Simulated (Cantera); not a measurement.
A perfectly stirred reactor is fed with H2 : O2 = 0.017 : 1 (molar parts), equivalence ratio 0.0085, at 6.08 Torr; it is held at 1375 K, and followed from long to short residence time.

Model: the H2/O2 subset of GRI-Mech 3.0, which has no nitrogen chemistry, integrated in Cantera. Radical loss at walls, strong at low pressure, is not modelled.

What does this change do: H2 0.017 to 0.024 parts?


```
quantity                  before     after
----------------------  --------  --------
x(H2) at τ = 28.0 s      1.10e-5   1.59e-5
x(O2) at τ = 28.0 s        0.982     0.975
x(H2O) at τ = 28.0 s      0.0165    0.0233
x(H) at τ = 28.0 s       1.60e-5   2.12e-5
x(H2O2) at τ = 28.0 s    4.19e-9   5.58e-9
x(H2) at τ = 0.140 s    0.000178  0.000259
x(O2) at τ = 0.140 s       0.970     0.960
x(H2O) at τ = 0.140 s     0.0153    0.0214
x(H) at τ = 0.140 s     0.000631   0.00108
x(H2O2) at τ = 0.140 s   1.18e-8   1.63e-8
```

What does this change do: pressure from 6.08 Torr to 20.0 Torr?


| quantity | before | after |
|---|---|---|
| x(H2) at τ = 28.0 s | 1.10e-5 | 4.02e-6 |
| x(O2) at τ = 28.0 s | 0.982 | 0.983 |
| x(H2O) at τ = 28.0 s | 0.0165 | 0.0167 |
| x(H) at τ = 28.0 s | 1.60e-5 | 1.55e-6 |
| x(H2O2) at τ = 28.0 s | 4.19e-9 | 5.36e-9 |
| x(H2) at τ = 0.140 s | 0.000178 | 9.19e-5 |
| x(O2) at τ = 0.140 s | 0.970 | 0.977 |
| x(H2O) at τ = 0.140 s | 0.0153 | 0.0159 |
| x(H) at τ = 0.140 s | 0.000631 | 0.000200 |
| x(H2O2) at τ = 0.140 s | 1.18e-8 | 2.91e-8 |

What does this change do: H2 0.017 to 0.11 parts?


```
quantity                  before    after
----------------------  --------  -------
x(H2) at τ = 28.0 s      1.10e-5  7.32e-5
x(O2) at τ = 28.0 s        0.982    0.894
x(H2O) at τ = 28.0 s      0.0165    0.103
x(H) at τ = 28.0 s       1.60e-5  5.38e-5
x(H2O2) at τ = 28.0 s    4.19e-9  1.89e-8
x(H2) at τ = 0.140 s    0.000178  0.00172
x(O2) at τ = 0.140 s       0.970    0.862
x(H2O) at τ = 0.140 s     0.0153   0.0932
x(H) at τ = 0.140 s     0.000631  0.00666
x(H2O2) at τ = 0.140 s   1.18e-8  6.74e-8
```
The temperature is held fixed by assumption; the heat of reaction is taken as removed at once.
